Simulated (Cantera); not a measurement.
Input (Python, Cantera) and output of one run.

```python
import numpy as np
import cantera as ct

gas_names = """
    Electron N N+ N- N2 N2+ N2- Zr ZrN
""".split()
cond_names = """
    Zr(a) Zr(b) Zr(L) ZrN(s) ZrN(L)
""".split()


# ... load() reads the species with a 1 bar reference pressure and builds the phases ...
atoms = {
    'ZrN': {'Zr': 1, 'N': 1},
    'N2': {'N': 2},
}
top_T = {}  # K; cautious upper limits of use, not melting points


# ... equilibrate(T, P, feed) seeds the gas with the atoms and calls Mixture.equilibrate('TP', solver="vcs", rtol=1e-11, max_steps=5000) ...
results = []
feed = {'ZrN': 1, 'N2': 0.2}  # mol
P = 10000  # Pa
for T in [2000, 2250, 2500, 2750, 3000, 3250, 3500, 3750, 4000, 4250, 4500, 4750, 5000]:
    mix = equilibrate(T, P, feed)
    results.append((T, P, feed, dict(zip(mix.species_names, mix.species_moles))))
    x = sorted(zip(gas.X, gas.species_names), reverse=True)
    print(f"T = {T:g} K  P = {P:g} Pa  gas = {mix.phase_moles(0):.4g} mol")
    print("   x: " + "  ".join(f"{s} {v:.3e}" for v, s in x if v > 0.0001))
    print("   condensed (mol): " + ("  ".join(f"{mix.phase(i).name} {mix.phase_moles(i):.4g}"
          for i in range(1, mix.n_phases) if mix.phase_moles(i) > 1e-12) or "none"))
```

It prints:

```
T = 2000 K  P = 10000 Pa  gas = 0.2 mol
   x: N2 1.000e+00
   condensed (mol): ZrN(s) 1
T = 2250 K  P = 10000 Pa  gas = 0.2 mol
   x: N2 1.000e+00
   condensed (mol): ZrN(s) 1
T = 2500 K  P = 10000 Pa  gas = 0.2 mol
   x: N2 1.000e+00
   condensed (mol): ZrN(s) 1
T = 2750 K  P = 10000 Pa  gas = 0.2 mol
   x: N2 1.000e+00
   condensed (mol): ZrN(s) 1
T = 3000 K  P = 10000 Pa  gas = 0.2001 mol
   x: N2 9.997e-01  Zr 2.685e-04
   condensed (mol): ZrN(s) 0.9999
T = 3250 K  P = 10000 Pa  gas = 0.2015 mol
   x: N2 9.950e-01  Zr 4.822e-03  N 1.947e-04
   condensed (mol): ZrN(L) 0.999
T = 3500 K  P = 10000 Pa  gas = 0.2161 mol
   x: N2 9.498e-01  Zr 4.947e-02  N 6.828e-04
   condensed (mol): ZrN(L) 0.9893
T = 3750 K  P = 10000 Pa  gas = 0.9498 mol
   x: N2 7.361e-01  Zr 2.621e-01  N 1.822e-03
   condensed (mol): Zr(L) 0.7511
T = 4000 K  P = 10000 Pa  gas = 1.703 mol
   x: Zr 5.872e-01  N2 4.092e-01  N 3.590e-03
   condensed (mol): none
T = 4250 K  P = 10000 Pa  gas = 1.707 mol
   x: Zr 5.857e-01  N2 4.058e-01  N 8.440e-03
   condensed (mol): none
T = 4500 K  P = 10000 Pa  gas = 1.715 mol
   x: Zr 5.829e-01  N2 3.991e-01  N 1.798e-02
   condensed (mol): none
T = 4750 K  P = 10000 Pa  gas = 1.73 mol
   x: Zr 5.779e-01  N2 3.870e-01  N 3.514e-02
   condensed (mol): none
T = 5000 K  P = 10000 Pa  gas = 1.756 mol
   x: Zr 5.695e-01  N2 3.669e-01  N 6.351e-02
   condensed (mol): none
```

These are equilibrium values from Cantera (NASA tables, ideal gas, pure condensed phases), not measurements of a reactor. ZrN: taken at fixed stoichiometry. Condensed phases not in the tables: N, O or C dissolved in the metal.
